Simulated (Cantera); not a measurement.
A perfectly stirred reactor is fed with 2.63 % C2H6, 97.4 % H2, at 760 Torr; it is held at 1248 K, and followed from long to short residence time.

Computed with Cantera and GRI-Mech 3.0 (53 species, 325 reactions). GRI-Mech 3.0 stops at C3 and has no aromatics, soot or wall deposition, so with more carbon than oxygen in the feed, carbon stays in small species such as C2H2 where larger ones or solid carbon would form.

Q: Predict: x(C2H6) at τ = 0.480 s; x(H2) at τ = 0.480 s; x(C2H2) at τ = 0.480 s; x(CH3) at τ = 0.480 s; x(C2H4) at τ = 0.480 s; x(C2H6) at τ = 15.0 ms; x(H2) at τ = 15.0 ms; x(C2H2) at τ = 15.0 ms; x(CH3) at τ = 15.0 ms; x(C2H4) at τ = 15.0 ms.

A: x(C2H6) at τ = 0.480 s: 0.00123
x(H2) at τ = 0.480 s: 0.962
x(C2H2) at τ = 0.480 s: 0.00167
x(CH3) at τ = 0.480 s: 2.68e-6
x(C2H4) at τ = 0.480 s: 0.0109
x(C2H6) at τ = 15.0 ms: 0.00627
x(H2) at τ = 15.0 ms: 0.970
x(C2H2) at τ = 15.0 ms: 0.000724
x(CH3) at τ = 15.0 ms: 2.65e-6
x(C2H4) at τ = 15.0 ms: 0.0151
